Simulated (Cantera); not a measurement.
Feed: 1 mol V2O5, 10 mol H2, 7.2 mol N2, held at 7.50 Torr.

Equilibrium computed with Cantera from the NASA thermochemical tables; the gas is ideal and each condensed phase is pure. Candidate condensed phases: H2O, V, VN, VO, V2O3, V2O4, V2O5; 28 gas species. Condensed phases not in the tables: the oxides between V2O3 and V2O5 other than VO2. Rates play no part.

log p: log10 of the partial pressure in bar; n: condensed amount in mol.

```tsv
T (K)	log p H2	log p N2	log p H2O	log p H	log p VO2	log p OH	n V2O3(s)
900	-2.33	-2.38	-2.93	-11.10	<-14	<-14	1.00
1000	-2.33	-2.38	-2.93	-9.81	<-14	?	1.00
1100	-2.33	-2.38	-2.93	-8.75	<-14	?	1.00
1200	-2.33	-2.38	-2.93	-7.87	-12.67	?	1.00
1300	-2.33	-2.38	-2.93	-7.12	-11.06	?	1.00
1400	-2.33	-2.38	-2.93	-6.48	-9.68	?	1.00
1500	-2.33	-2.38	-2.93	-5.92	-8.50	?	1.000
1600	-2.33	-2.38	-2.93	-5.43	-7.46	?	1.000
1700	-2.33	-2.38	-2.93	-5.00	-6.56	?	1.000
1800	-2.33	-2.38	-2.94	-4.61	-5.76	?	0.998
1900	-2.34	-2.38	-2.94	-4.27	-5.05	?	0.992
2000	-2.34	-2.38	-2.95	-3.96	-4.42	?	0.966
2100	-2.35	-2.39	-2.97	-3.68	-3.86	?	0.875
```

Task: Fill in the missing entries.

Result: 
- 1000, log p OH: -13.07
- 1100, log p OH: -11.71
- 1200, log p OH: -10.57
- 1300, log p OH: -9.61
- 1400, log p OH: -8.78
- 1500, log p OH: -8.07
- 1600, log p OH: -7.44
- 1700, log p OH: -6.89
- 1800, log p OH: -6.39
- 1900, log p OH: -5.96
- 2000, log p OH: -5.57
- 2100, log p OH: -5.23
